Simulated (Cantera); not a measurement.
**Transport properties of process gases**

Gas mixture: CH₃OH : CO = 0.63 : 0.22 (molar parts), at 0.660 bar, frozen composition.

Cantera's kinetic-theory transport with the Lennard-Jones parameters of GRI-Mech 3.0, ideal gas; thermal conductivity in the multicomponent form. Polar gases are described roughly by these parameters. The composition is frozen, though it would react at the higher temperatures.

```
T (K)  ρ (kg/m³)  cp (J/kg/K)  μ (µPa s)  λ (mW/m/K)     Pr  D (cm²/s) C₂H₂  D (cm²/s) H  D (cm²/s) CO₂
-----  ---------  -----------  ---------  ----------  -----  --------------  -----------  -------------
400        0.615         1474       14.8        29.2  0.745           0.336         2.55          0.314
600        0.410         1864       21.6        53.6  0.751           0.717         5.35          0.673
800        0.308         2174       27.8        80.0  0.754            1.20         8.91           1.14
1000       0.246         2421       33.3         107  0.756            1.78         13.1           1.69
1200       0.205         2607       38.5         132  0.757            2.45         17.9           2.32
1400       0.176         2754       43.2         157  0.757            3.19         23.3           3.02
1600       0.154         2868       47.6         180  0.757            4.00         29.2           3.80
1800       0.137         2957       51.8         202  0.757            4.88         35.6           4.64
2000       0.123         3026       55.8         223  0.756            5.83         42.5           5.54
```
D: mixture-averaged diffusion coefficient of that species in the mixture.
